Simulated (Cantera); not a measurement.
Input: 1 mol MgO, 24 mol HBr, 0.81 mol O2, held at 0.00133 bar.

Method: chemical equilibrium by Gibbs-energy minimisation in Cantera with the NASA 1993 tables (ideal gas, pure condensed phases). Candidate condensed phases: Br2, H2O, Mg, MgBr2, MgO, Mg(OH)2; 20 gas species. Equilibrium is a limit: real reactors are often held back by kinetics, nucleation or transport.

What share of the Mg ends up in condensed phases as a function of T (K), at 800, 825, 850, 875, 900, 925, 950, 975, 1000, 1025, 1050, 1075, 1100, 1125?


```json
[
 {"T (K)": "800", "Mg condensed (%)": "99.8", "as": "MgO(s)"},
 {"T (K)": "825", "Mg condensed (%)": "99.7", "as": "MgO(s)"},
 {"T (K)": "850", "Mg condensed (%)": "99.4", "as": "MgO(s)"},
 {"T (K)": "875", "Mg condensed (%)": "99.1", "as": "MgO(s)"},
 {"T (K)": "900", "Mg condensed (%)": "98.5", "as": "MgO(s)"},
 {"T (K)": "925", "Mg condensed (%)": "97.7", "as": "MgO(s)"},
 {"T (K)": "950", "Mg condensed (%)": "96.5", "as": "MgO(s)"},
 {"T (K)": "975", "Mg condensed (%)": "94.9", "as": "MgO(s)"},
 {"T (K)": "1000", "Mg condensed (%)": "92.6", "as": "MgO(s)"},
 {"T (K)": "1025", "Mg condensed (%)": "89.7", "as": "MgO(s)"},
 {"T (K)": "1050", "Mg condensed (%)": "85.9", "as": "MgO(s)"},
 {"T (K)": "1075", "Mg condensed (%)": "81.2", "as": "MgO(s)"},
 {"T (K)": "1100", "Mg condensed (%)": "75.5", "as": "MgO(s)"},
 {"T (K)": "1125", "Mg condensed (%)": "68.6", "as": "MgO(s)"}
]
```
